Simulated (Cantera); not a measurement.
A perfectly stirred reactor is fed with N₂O : N₂ = 1 : 0.9 (molar parts), at 4.43 Torr; it is held at 1550 K, and followed from long to short residence time.

Computed with Cantera and GRI-Mech 3.0 (53 species, 325 reactions). GRI-Mech 3.0 was tuned for natural gas; its chemistry of N2O as a main component is partial and can be far from experiment. Radical loss at walls, strong at low pressure, is not modelled. The temperature is held fixed by assumption; the heat of reaction is taken as removed at once.

x: mole fraction; the columns are a selection and need not sum to one.

```csv
τ (s),x N₂O,x O,x O₂,x N₂,x NO,x NO₂
3.8,0.135,0.000114,0.112,0.668,0.0845,?
1.8,0.222,0.000114,0.0874,0.624,0.0658,?
0.90,0.313,0.000114,0.0614,0.580,0.0463,?
0.44,0.394,0.000114,0.0379,0.539,0.0285,?
0.22,0.451,0.000114,0.0216,0.511,0.0163,?
0.11,0.486,0.000113,0.0116,0.494,0.00875,?
0.051,0.507,0.000112,0.00557,0.483,0.00420,?
0.025,0.517,0.000111,0.00274,0.478,0.00207,?
0.012,0.522,0.000108,0.00129,0.476,0.000973,?
0.0060,0.524,0.000102,0.000613,0.475,0.000463,?
0.0029,0.525,9.13e-5,0.000267,0.474,0.000201,3.59e-10
```

Problem. Some entries are withheld; supply them.

Solution. 
- 3.8, x NO₂: 9.20e-6
- 1.8, x NO₂: 6.00e-6
- 0.90, x NO₂: 3.35e-6
- 0.44, x NO₂: 1.57e-6
- 0.22, x NO₂: 6.72e-7
- 0.11, x NO₂: 2.68e-7
- 0.051, x NO₂: 8.72e-8
- 0.025, x NO₂: 2.73e-8
- 0.012, x NO₂: 7.21e-9
- 0.0060, x NO₂: 1.80e-9
